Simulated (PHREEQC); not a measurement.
# Copper plating or etch bath: an equilibrium model

Dissolve 3.75 mmol/kgw Cu(NO3)2 and 0.14 mmol/kgw H3BO3 at 25 °C. Closed to the air; pH follows from the charge balance.

Model: ion-association model, wateq4f.dat, run in PHREEQC.

Precipitation was switched off in this run.

Problem. Estimate the pH.

Solution. pH 4.99.
